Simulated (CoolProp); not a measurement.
Vapour-liquid equilibrium of o-xylene (1) + n-nonane (2) at 400.2 K; x and y are mole fractions of (1).

Computed with CoolProp (multi-fluid Helmholtz-energy mixture model, Zhou 2012 and Lemmon 2006; pair parameters Bell 2016).

| x | bubble pressure, mixture model (MPa) | bubble pressure, Raoult's law (MPa) | y, mixture model | y, Raoult's law |
|---|---|---|---|---|
| 0.05 | 0.05277 | 0.05223 | 0.069 | 0.060 |
| 0.125 | 0.05432 | 0.05304 | 0.165 | 0.147 |
| 0.2 | 0.05576 | 0.05386 | 0.253 | 0.232 |
| 0.275 | 0.05708 | 0.05468 | 0.335 | 0.315 |
| 0.35 | 0.05827 | 0.05549 | 0.411 | 0.395 |
| 0.425 | 0.05933 | 0.05631 | 0.482 | 0.472 |
| 0.5 | 0.06025 | 0.05713 | 0.550 | 0.548 |
| 0.575 | 0.06103 | 0.05795 | 0.616 | 0.621 |
| 0.65 | 0.06168 | 0.05876 | 0.680 | 0.692 |
| 0.725 | 0.06218 | 0.05958 | 0.744 | 0.761 |
| 0.8 | 0.06252 | 0.06040 | 0.810 | 0.829 |
| 0.875 | 0.06270 | 0.06122 | 0.877 | 0.894 |
| 0.95 | 0.06270 | 0.06203 | 0.949 | 0.958 |

The largest gap from Raoult's law is +5.5 % in bubble pressure, at x = 0.5. y crosses x between x = 0.875 and 0.95: the model has an azeotrope there.

The pair parameters rest on a limited set of measurements; away from them the model extrapolates.
